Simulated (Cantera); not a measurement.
Feed: 1 mol SiHCl₃, 0.0052 mol Cl₂, 490 mol H₂, at 1.33 mbar.

Equilibrium computed with Cantera from the NASA thermochemical tables; the gas is ideal and each condensed phase is pure. Candidate condensed phases: Si; 19 gas species. The tables' values for SiCl, SiCl₃ are old estimates; treat these amounts as uncertain. Gases not in the tables: Si₂H₆ and higher silanes. Kinetics and transport are ignored.

x: gas mole fraction; n: condensed amount in mol.

```json
[
 {"T (K)": "825", "x H₂": "0.996", "x HCl": "0.00289", "x H": "2.17e-10", "x Si": "<1e-12", "x SiCl₄": "0.000601", "x SiHCl₃": "0.000256", "x SiCl₂": "[?]", "n Si(s)": "0.565", "n Si(l)": "0"},
 {"T (K)": "900", "x H₂": "0.995", "x HCl": "0.00502", "x H": "3.19e-9", "x Si": "<1e-12", "x SiCl₄": "0.000174", "x SiHCl₃": "9.81e-5", "x SiCl₂": "[?]", "n Si(s)": "0.841", "n Si(l)": "0"},
 {"T (K)": "975", "x H₂": "0.994", "x HCl": "0.00586", "x H": "3.12e-8", "x Si": "<1e-12", "x SiCl₄": "1.78e-5", "x SiHCl₃": "1.72e-5", "x SiCl₂": "[?]", "n Si(s)": "0.952", "n Si(l)": "0"},
 {"T (K)": "1050", "x H₂": "0.994", "x HCl": "0.00596", "x H": "2.21e-7", "x Si": "1.73e-12", "x SiCl₄": "1.59e-6", "x SiHCl₃": "2.75e-6", "x SiCl₂": "[?]", "n Si(s)": "0.964", "n Si(l)": "0"},
 {"T (K)": "1125", "x H₂": "0.994", "x HCl": "0.00596", "x H": "1.21e-6", "x Si": "5.26e-11", "x SiCl₄": "1.86e-7", "x SiHCl₃": "5.37e-7", "x SiCl₂": "[?]", "n Si(s)": "0.962", "n Si(l)": "0"},
 {"T (K)": "1200", "x H₂": "0.994", "x HCl": "0.00595", "x H": "5.39e-6", "x Si": "1.04e-9", "x SiCl₄": "2.83e-8", "x SiHCl₃": "1.29e-7", "x SiCl₂": "[?]", "n Si(s)": "0.958", "n Si(l)": "0"},
 {"T (K)": "1275", "x H₂": "0.994", "x HCl": "0.00593", "x H": "2.01e-5", "x Si": "1.45e-8", "x SiCl₄": "5.40e-9", "x SiHCl₃": "3.65e-8", "x SiCl₂": "9.18e-5", "n Si(s)": "0.955", "n Si(l)": "0"},
 {"T (K)": "1350", "x H₂": "0.994", "x HCl": "0.00592", "x H": "6.51e-5", "x Si": "1.50e-7", "x SiCl₄": "1.24e-9", "x SiHCl₃": "1.20e-8", "x SiCl₂": "9.91e-5", "n Si(s)": "0.951", "n Si(l)": "0"},
 {"T (K)": "1425", "x H₂": "0.994", "x HCl": "0.00590", "x H": "0.000186", "x Si": "1.21e-6", "x SiCl₄": "3.35e-10", "x SiHCl₃": "4.41e-9", "x SiCl₂": "0.000106", "n Si(s)": "0.947", "n Si(l)": "0"},
 {"T (K)": "1500", "x H₂": "0.994", "x HCl": "0.00589", "x H": "0.000481", "x Si": "7.89e-6", "x SiCl₄": "1.03e-10", "x SiHCl₃": "1.80e-9", "x SiCl₂": "0.000112", "n Si(s)": "0.939", "n Si(l)": "0"},
 {"T (K)": "1575", "x H₂": "0.993", "x HCl": "0.00587", "x H": "0.00113", "x Si": "4.31e-5", "x SiCl₄": "3.53e-11", "x SiHCl₃": "7.97e-10", "x SiCl₂": "0.000118", "n Si(s)": "0.915", "n Si(l)": "0"},
 {"T (K)": "1650", "x H₂": "0.991", "x HCl": "0.00584", "x H": "0.00248", "x Si": "0.000201", "x SiCl₄": "1.33e-11", "x SiHCl₃": "3.80e-10", "x SiCl₂": "0.000122", "n Si(s)": "0.824", "n Si(l)": "0"},
 {"T (K)": "1725", "x H₂": "0.988", "x HCl": "0.00582", "x H": "0.00506", "x Si": "0.000761", "x SiCl₄": "5.11e-12", "x SiHCl₃": "1.80e-10", "x SiCl₂": "0.000118", "n Si(s)": "0", "n Si(l)": "0.522"}
]
```

Task: Some entries are withheld; supply them.

Result: 
- 825, x SiCl₂: 9.27e-6
- 900, x SiCl₂: 3.44e-5
- 975, x SiCl₂: 5.58e-5
- 1050, x SiCl₂: 6.68e-5
- 1125, x SiCl₂: 7.58e-5
- 1200, x SiCl₂: 8.40e-5
